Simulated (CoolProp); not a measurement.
Vapour-liquid equilibrium of R22 (1) + cyclohexane (2) at 342.6 K; x and y are mole fractions of (1).

Values from CoolProp's multi-fluid Helmholtz-energy mixture model, Kamei 1995 and Zhou 2014; pair parameters Bell 2016.

Task: Give the bubble pressure and the first vapour's composition at x = 0.05, 0.575, 0.65. Is there an azeotrope?

Result: x = 0.05: 320.2 kPa, y = 0.771; x = 0.575: 1855 kPa, y = 0.960; x = 0.65: 1997 kPa, y = 0.964. No azeotrope shows between x = 0.05 and 0.95.

Pair parameters are fitted to limited data, so mixtures are less certain than the pure fluids. The gap from Raoult's law changes sign with composition, which may be real or a fault of the pair parameters; it wasn't checked against measurements. With so large a gap from Raoult's law the liquid may split in two, which this calculation doesn't test in full.
